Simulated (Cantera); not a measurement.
An adiabatic, constant-pressure homogeneous reactor starts with CO : H2 : CH4 : O2 : N2 = 1 : 0.1 : 0.27 : 2.18 : 8.2 (molar parts), equivalence ratio 0.50, at 1325 K and 1.09 atm.

Detailed kinetics in Cantera: GRI-Mech 3.0 (53 species, 325 reactions).

One state of this run: T (K) = 2405; x CO = 0.00711; x H2 = 0.000602; x CH4 = <1e-12; x NO = 0.00268; x CO2 = 0.105; x C2H2 = <1e-12. x: mole fraction; the columns are a selection and need not sum to one.

Q: Which value of t (s) does it belong to?
A. 0.00821
B. 1.68e-5
C. 0.000372
D. 6.00e-6

A: A, 0.00821
